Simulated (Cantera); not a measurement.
Input (Python, Cantera):

```python
import numpy as np
import cantera as ct

gas = ct.Solution("gri30.yaml")
gas.TPX = 1425, 170000, {'CH4': 1, 'H2': 0.11, 'O2': 2.89, 'N2': 10.9, 'CO2': 1.2}
reactor = ct.IdealGasReactor(gas, energy="on", clone=False)
net = ct.ReactorNet([reactor])
net.rtol, net.atol = 1e-08, 1e-16
show = ['CH4', 'H2', 'O2', 'CH2', 'HCO', 'OH']
times = np.geomspace(6e-06, 0.1, 10)

steps = ct.SolutionArray(gas, extra=["t"])
rows = []
print(f"{'t/s':>10s}{'T/K':>9s}{'P/Pa':>11s}" + "".join(f"{s:>11s}" for s in show))
for t in times:
    while net.time < t:
        t_next = net.step()
        steps.append(gas.state, t=t_next)
    rows.append([np.interp(t, steps.t, y) for y in (steps.T, steps.P, *steps(*show).X.T)])
    print(f"{t:10.3e}{rows[-1][0]:9.1f}{rows[-1][1]:11.4g}" + "".join(f"{x:11.3e}" for x in rows[-1][2:]))
rate = np.gradient(steps.T, steps.t)
print("integrator steps:", len(steps.t))
if steps.T.max() > steps.T[0] + 200:
    print(f"time of steepest temperature rise: {steps.t[rate.argmax()]:.4e} s")
gas.TPX = 1425, 170000, {'CH4': 1, 'H2': 0.11, 'O2': 2.89, 'N2': 10.9, 'CO2': 1.2}
gas.equilibrate("UV")
print(f"equilibrium (UV): T = {gas.T:.1f} K  " + "  ".join(f"{s} {gas[s].X[0]:.3e}" for s in show))
```

It prints:

```
       t/s      T/K       P/Pa        CH4         H2         O2        CH2        HCO         OH
 6.000e-06   1425.0    1.7e+05  6.211e-02  6.832e-03  1.795e-01  1.393e-14  3.432e-14  4.516e-09
 1.767e-05   1425.0    1.7e+05  6.211e-02  6.832e-03  1.795e-01  1.077e-13  3.658e-13  9.616e-09
 5.204e-05   1425.0    1.7e+05  6.211e-02  6.832e-03  1.795e-01  1.685e-12  5.234e-12  3.338e-08
 1.533e-04   1425.1    1.7e+05  6.205e-02  6.825e-03  1.795e-01  9.619e-11  2.411e-10  2.391e-07
 4.514e-04   1432.0  1.708e+05  6.075e-02  6.771e-03  1.787e-01  3.449e-09  2.548e-08  1.788e-06
 1.329e-03   2664.0   3.23e+05  1.116e-16  3.461e-03  5.727e-02  8.134e-16  1.307e-08  1.372e-02
 3.915e-03   2651.4  3.213e+05  1.090e-16  3.420e-03  5.326e-02  7.239e-16  1.232e-08  1.305e-02
 1.153e-02   2647.7  3.208e+05  1.083e-16  3.409e-03  5.210e-02  6.984e-16  1.211e-08  1.286e-02
 3.396e-02   2647.7  3.208e+05  1.083e-16  3.409e-03  5.208e-02  6.981e-16  1.211e-08  1.286e-02
 1.000e-01   2647.7  3.208e+05  1.083e-16  3.409e-03  5.208e-02  6.981e-16  1.211e-08  1.286e-02
integrator steps: 1981
time of steepest temperature rise: 8.8292e-04 s
equilibrium (UV): T = 2647.7 K  CH4 1.503e-16  H2 3.409e-03  O2 5.208e-02  CH2 8.779e-16  HCO 1.211e-08  OH 1.286e-02
```

Detailed kinetics in Cantera: GRI-Mech 3.0 (53 species, 325 reactions).
